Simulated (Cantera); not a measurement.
## Ignition delay

Mixture: 3.30 % C2H4, 22.5 % O2, 65.3 % N2, 8.91 % H2O, equivalence ratio 0.44, at 0.730 bar, adiabatic and at constant volume. Ignition delay is the time to a rise of 400 K.

Cantera simulation using GRI-Mech 3.0 (53 species, 325 reactions); the numbers are that mechanism's predictions, not measurements. GRI-Mech 3.0 was tuned for natural gas; its chemistry of ethylene as a main component is partial and can be far from experiment. Where the delays flatten at high temperature, the 400 K rule measures the pace of heat release, not the induction time.

| T0 (K) | delay (ms) |
|---|---|
| 1075 | 7.76 |
| 1150 | 0.928 |
| 1225 | 0.243 |
| 1300 | 0.124 |
| 1375 | 0.0783 |
| 1450 | 0.0547 |
| 1525 | 0.0405 |
| 1600 | 0.0311 |
| 1675 | 0.0245 |
| 1750 | 0.0197 |

The apparent activation energy between 1600 and 1750 K is 71 kJ/mol.
